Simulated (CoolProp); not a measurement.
The fluid at 259.9 K and 0.25 MPa (liquid) is heated at constant pressure to 285.1 K. The same conditions are run with several fluids, on thermodynamics alone (safety and materials aside).

Values from CoolProp's reference Helmholtz-energy equation of state of each fluid (vinyl chloride: Thol 2022; n-nonane: Lemmon 2006; toluene: Lemmon 2006; dimethyl ether: Wu 2011; n-butane: Bücker 2006).

Rank vinyl chloride, n-nonane, toluene, dimethyl ether, n-butane by heat (kJ/kg), highest first.

dimethyl ether (484), vinyl chloride (372), n-butane (58.2), n-nonane (53.4), toluene (40.9)

| fluid | final phase | final density (kg/m³) |
|---|---|---|
| vinyl chloride | gas | 6.97 |
| n-nonane | liquid | 724 |
| toluene | liquid | 874 |
| dimethyl ether | gas | 5.14 |
| n-butane | liquid | 588 |
